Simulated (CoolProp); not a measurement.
Model: reference Helmholtz-energy equation of state, Lemmon 2006, in CoolProp. It is a short technical equation, of lower accuracy than the large ones.

Task: For isopentane, give the phase and the isothermal compressibility (1/MPa), expansivity (1/kK) at 226.85 °C and 6.33 bar.

Result: 
- 226.85 °C and 6.33 bar: gas; isothermal compressibility 1.67, expansivity 2.37
